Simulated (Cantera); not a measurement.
Input (Python, Cantera):

```python
import numpy as np
import cantera as ct

gas = ct.Solution("gri30.yaml")
gas.TPX = 823, 14000, {'H2': 1.5, 'O2': 1, 'N2': 16}
reactor = ct.IdealGasConstPressureReactor(gas, energy="off", clone=False)
net = ct.ReactorNet([reactor])
net.rtol, net.atol = 1e-08, 1e-18
show = ['H2', 'O2', 'H2O2', 'NO', 'NO2']
times = np.geomspace(2e-06, 5, 12)

steps = ct.SolutionArray(gas, extra=["t"])
rows = []
print(f"{'t/s':>10s}{'T/K':>9s}{'P/Pa':>11s}" + "".join(f"{s:>11s}" for s in show))
for t in times:
    while net.time < t:
        t_next = net.step()
        steps.append(gas.state, t=t_next)
    rows.append([np.interp(t, steps.t, y) for y in (steps.T, steps.P, *steps(*show).X.T)])
    print(f"{t:10.3e}{rows[-1][0]:9.1f}{rows[-1][1]:11.4g}" + "".join(f"{x:11.3e}" for x in rows[-1][2:]))
rate = np.gradient(steps.T, steps.t)
print("integrator steps:", len(steps.t))
if steps.T.max() > steps.T[0] + 200:
    print(f"time of steepest temperature rise: {steps.t[rate.argmax()]:.4e} s")
gas.TPX = 823, 14000, {'H2': 1.5, 'O2': 1, 'N2': 16}
gas.equilibrate("TP")
print(f"equilibrium (TP): T = {gas.T:.1f} K  " + "  ".join(f"{s} {gas[s].X[0]:.3e}" for s in show))
```

Result:

```
       t/s      T/K       P/Pa         H2         O2       H2O2         NO        NO2
 2.000e-06    823.0    1.4e+04  8.108e-02  5.405e-02  2.690e-21  1.093e-35  1.439e-48
 7.632e-06    823.0    1.4e+04  8.108e-02  5.405e-02  2.444e-20  1.867e-34  4.867e-47
 2.913e-05    823.0    1.4e+04  8.108e-02  5.405e-02  3.446e-19  9.137e-33  1.676e-44
 1.112e-04    823.0    1.4e+04  8.108e-02  5.405e-02  5.195e-18  5.507e-31  1.179e-41
 4.242e-04    823.0    1.4e+04  8.108e-02  5.405e-02  8.545e-17  3.143e-29  1.036e-38
 1.619e-03    823.0    1.4e+04  8.108e-02  5.405e-02  1.881e-15  2.172e-27  1.580e-35
 6.178e-03    823.0    1.4e+04  8.108e-02  5.405e-02  9.678e-14  7.024e-25  2.368e-31
 2.357e-02    823.0    1.4e+04  8.108e-02  5.405e-02  2.302e-10  1.309e-18  7.926e-22
 8.997e-02    823.0    1.4e+04  6.514e-03  1.729e-02  1.528e-07  5.037e-08  1.390e-10
 3.433e-01    823.0    1.4e+04  3.817e-03  1.596e-02  1.933e-06  4.474e-08  5.951e-09
 1.310e+00    823.0    1.4e+04  3.739e-03  1.592e-02  6.033e-06  1.565e-08  3.504e-08
 5.000e+00    823.0    1.4e+04  3.537e-03  1.582e-02  1.481e-05  2.340e-08  2.730e-08
integrator steps: 1489
equilibrium (TP): T = 823.0 K  H2 2.797e-13  O2 1.408e-02  H2O2 6.789e-13  NO 8.195e-07  NO2 1.912e-08
```

Model: GRI-Mech 3.0 (53 species, 325 reactions), integrated in Cantera. Radical loss at walls, strong at low pressure, is not modelled. Below about 950 K walls govern HO2 and H2O2 in real vessels. The temperature is held fixed by assumption; the heat of reaction is taken as removed at once.
